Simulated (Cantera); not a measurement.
A closed system holds: 1 mol SiCl4, 0.0043 mol C3H8, 23 mol H2, at 83.0 mbar.

Equilibrium computed with Cantera from the NASA thermochemical tables; the gas is ideal and each condensed phase is pure. Candidate condensed phases: C, C6H6, C7H8, C8H18, Si, SiC; 109 gas species. Mutual solubility and eutectic melting of coexisting phases are not modelled. The tables' values for SiCl, SiCl3 are old estimates; treat these amounts as uncertain. Gases not in the tables: Si2H6 and higher silanes. Equilibrium is a limit: real reactors are often held back by kinetics, nucleation or transport.

log p: log10 of the partial pressure in bar; n: condensed amount in mol.

```tsv
T (K)	log p H2	log p HCl	log p H	log p SiCl2	log p Si	log p Cl	log p SiCl	n Si(l)	n SiC(s)
1998	-1.14	-2.08	-3.37	-2.63	-4.37	-4.43	-4.40	0.239	0.0124
2048	-1.15	-2.07	-3.22	-2.64	-4.12	-4.28	-4.25	0.243	0.0119
2098	-1.15	-2.07	-3.09	-2.66	-3.88	-4.14	-4.10	0.236	0.0108
2148	-1.15	-2.06	-2.96	-2.67	-3.66	-4.00	-3.96	[?]	0.00880
2198	-1.15	-2.06	-2.83	-2.69	-3.44	-3.88	-3.83	[?]	0.00491
2248	-1.16	-2.06	-2.71	-2.70	-3.24	-3.76	-3.71	[?]	0
2298	-1.16	-2.06	-2.60	-2.73	-3.06	-3.64	-3.61	0	0
2348	-1.17	-2.04	-2.49	-2.80	-2.96	-3.51	-3.57	0	0
2398	-1.18	-2.03	-2.39	-2.88	-2.88	-3.39	-3.54	0	0
2448	-1.19	-2.02	-2.30	-2.98	-2.81	-3.27	-3.53	0	0
2498	-1.20	-2.01	-2.20	-3.08	-2.76	-3.17	-3.53	0	0
2548	-1.21	-2.01	-2.11	-3.20	-2.72	-3.06	-3.55	0	0
```

Some entries are withheld; supply them.


- 2148, n Si(l): 0.214
- 2198, n Si(l): 0.169
- 2248, n Si(l): 0.0921
